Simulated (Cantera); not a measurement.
A closed system holds: 1 mol AlN, 520 mol H2, 2.6 mol N2, equilibrated at 1100 K and 1.00 bar.

Equilibrium computed with Cantera from the NASA thermochemical tables; the gas is ideal and each condensed phase is pure. Candidate condensed phases: Al, AlN; 13 gas species. Rates play no part.

Base state: H2 0.995, N2 0.00496, NH3 2.22e-5 (mole fractions); condensed: AlN(s).

Task: What changes in the equilibrium state with this change: AlN replaced by BN?

Result: 
```
species       before    after
-----------  -------  -------
H2             0.995    0.995
N2           0.00496  0.00496
NH3          2.22e-5  2.22e-5
AlN(s), mol     1.00        0
BN(s), mol         0     1.00
```
Further candidate phases: B, BN.

Task: What changes in the equilibrium state with this change: temperature from 1100 K to 2100 K?

Result: 
```
species       before     after
-----------  -------  --------
H2             0.995     0.989
N2           0.00496   0.00591
H            2.58e-8   0.00310
Al             <1e-9   0.00155
AlH            <1e-9  0.000351
NH3          2.22e-5   1.30e-6
AlN(s), mol     1.00         0
```
